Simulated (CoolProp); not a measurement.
Ammonia at several states: Z from the reference equation and from simpler models built on Tc = 405.6 K, pc = 113.6 bar, ω = 0.256; each cubic takes its own stable root.

The numbers come from the reference Helmholtz-energy equation of state, Gao 2020 in CoolProp.

```
T (K)  p (bar)          phase  reference
-----  -------  -------------  ---------
474        469  supercritical     0.5326
722.5      215  supercritical     0.9442
508.7     5.85            gas     0.9917
210.4     7.05         liquid   0.009573
```

Question: How far does each simpler model (van der Waals, Redlich-Kwong, Soave-Redlich-Kwong) lie from the reference over these 4 states: mean and median of the absolute difference, and the worst?

Answer: 
- van der Waals: mean 34.4 %, median 22.6 %, worst +92.5 % at 210.4 K and 7.05 bar
- Redlich-Kwong: mean 13.4 %, median 11.7 %, worst +29.8 % at 210.4 K and 7.05 bar
- Soave-Redlich-Kwong: mean 14.9 %, median 15.6 %, worst +28.3 % at 474 K and 469 bar
